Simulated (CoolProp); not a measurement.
Vapour-liquid equilibrium of n-octane (1) + p-xylene (2) at 0.624 MPa; x and y are mole fractions of (1).

Values from CoolProp's multi-fluid Helmholtz-energy mixture model, Beckmüller 2019 and Zhou 2012; pair parameters Bell 2016.

```csv
x,"bubble temperature, mixture model (K)","bubble temperature, Raoult's law (K)","y, mixture model","y, Raoult's law"
0.05,493.9,494.6,0.070,0.065
0.2,490.2,492.0,0.253,0.248
0.35,487.3,489.5,0.410,0.416
0.5,485.0,487.1,0.553,0.570
0.65,483.1,484.8,0.689,0.711
0.8,481.5,482.6,0.822,0.841
0.95,480.2,480.5,0.955,0.962
```

The largest gap from Raoult's law is -2.2 K in bubble temperature, at x = 0.35. No azeotrope shows between x = 0.05 and 0.95.

The pair parameters rest on a limited set of measurements; away from them the model extrapolates.
